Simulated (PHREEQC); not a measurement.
Consider water at 64 °C with 1.8 mmol/kgw HCl, 0.11 mmol/kgw CuSO4 and 0.072 mmol/kgw MnSO4. Closed to the air; pH follows from the charge balance.

Model: ion-association model, phreeqc.dat, run in PHREEQC.

Problem. The ionic strength comes out as 0.00241 mol/kgw. What activity coefficients do SO4-2, HSO4-, Cl-, H+, Cu+2 get?

Solution. SO4-2 0.79, HSO4- 0.94, Cl- 0.94, H+ 0.95, Cu+2 0.80.

No solid was allowed to form. Species that the database lacks are ignored. At this temperature some constants are extrapolated from 25 °C, and those without enthalpy data are left unchanged.
